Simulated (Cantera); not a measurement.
An isothermal, constant-pressure homogeneous reactor starts with C₂H₆ : N₂ = 1 : 19 (molar parts), at 1350 K and 3700 Pa.

Detailed kinetics in Cantera: GRI-Mech 3.0 (53 species, 325 reactions). GRI-Mech 3.0 stops at C3 and has no aromatics, soot or wall deposition, so with more carbon than oxygen in the feed, carbon stays in small species such as C2H2 where larger ones or solid carbon would form. Radical loss at walls, strong at low pressure, is not modelled.

Q: Predict: x(C₂H₆) at 2.00 s; x(H) at 2.00 s; x(CH₃) at 2.00 s; x(C₂H₄) at 2.00 s; x(HCN) at 2.00 s.

A: 
- x(C₂H₆) at 2.00 s: 9.76e-7 (gas-phase equilibrium 9.40e-9)
- x(H) at 2.00 s: 1.80e-6 (gas-phase equilibrium 3.74e-6)
- x(CH₃) at 2.00 s: 6.68e-6 (gas-phase equilibrium 5.72e-7)
- x(C₂H₄) at 2.00 s: 0.00406 (gas-phase equilibrium 9.18e-5)
- x(HCN) at 2.00 s: 5.48e-8 (gas-phase equilibrium 0.0531)
